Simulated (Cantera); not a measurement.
What does this Cantera script print?

```python
import numpy as np
import cantera as ct

gas = ct.Solution("gri30.yaml")
gas.TPX = 798, 500000, {'C2H6': 1, 'O2': 2.5, 'N2': 19, 'CO2': 0.68}
inlet = ct.Reservoir(gas, clone=True)
gas.equilibrate("HP")  # start burning
reactor = ct.IdealGasConstPressureReactor(gas, energy="on", clone=False)
exhaust = ct.Reservoir(gas, clone=True)
tau = [0.04, 0.018, 0.0077, 0.0034, 0.0015, 0.00065, 0.00028, 0.00012, 5.5e-05, 2.4e-05, 1.1e-05][0]
for a, b in ((inlet, reactor), (reactor, exhaust)):
    ct.MassFlowController(a, b, mdot=lambda t: reactor.mass / tau)
net = ct.ReactorNet([reactor])
show = ['C2H6', 'O2', 'CO2', 'CH3', 'CH2O', 'C2H2', 'H2O']

rows = []
print(f"{'tau/s':>10s}{'T/K':>9s}" + "".join(f"{s:>11s}" for s in show))
for tau in [0.04, 0.018, 0.0077, 0.0034, 0.0015, 0.00065, 0.00028, 0.00012, 5.5e-05, 2.4e-05, 1.1e-05]:
    net.initial_time = 0.0
    net.advance(30 * tau)
    before = gas.X
    net.advance(40 * tau)
    drift = np.max(np.abs(gas.X - before) / (gas.X + 1e-9))
    rows.append([gas.T, *gas[show].X, drift])
    print(f"{tau:10.3e}{gas.T:9.1f}" + "".join(f"{x:11.3e}" for x in gas[show].X))
```

Output:

```
     tau/s      T/K       C2H6         O2        CO2        CH3       CH2O       C2H2        H2O
 4.000e-02   1792.8  1.236e-05  7.349e-04  5.676e-02  9.341e-05  8.686e-06  1.443e-03  9.662e-02
 1.800e-02   1787.1  2.261e-05  1.165e-03  5.645e-02  1.226e-04  1.275e-05  1.675e-03  9.664e-02
 7.700e-03   1777.7  4.090e-05  1.823e-03  5.570e-02  1.576e-04  1.858e-05  1.862e-03  9.649e-02
 3.400e-03   1764.2  7.149e-05  2.800e-03  5.457e-02  1.990e-04  2.703e-05  1.983e-03  9.604e-02
 1.500e-03   1741.8  1.318e-04  4.523e-03  5.281e-02  2.560e-04  4.185e-05  2.051e-03  9.500e-02
 6.500e-04   1693.4  2.999e-04  8.501e-03  4.940e-02  3.401e-04  7.731e-05  2.047e-03  9.205e-02
 2.800e-04    798.0  4.314e-02  1.079e-01  2.934e-02  2.256e-13  3.338e-15  8.933e-18  4.178e-15
 1.200e-04    798.0  4.314e-02  1.079e-01  2.934e-02  1.319e-13  8.318e-16 -3.701e-23  8.327e-16
 5.500e-05    798.0  4.314e-02  1.079e-01  2.934e-02  7.092e-14  2.050e-16  6.202e-28  2.052e-16
 2.400e-05    798.0  4.314e-02  1.079e-01  2.934e-02  3.374e-14  4.251e-17  1.451e-29  4.257e-17
 1.100e-05    798.0  4.314e-02  1.079e-01  2.934e-02  1.607e-14  9.261e-18  1.288e-30  9.275e-18
```

Cantera simulation using GRI-Mech 3.0 (53 species, 325 reactions); the numbers are that mechanism's predictions, not measurements.
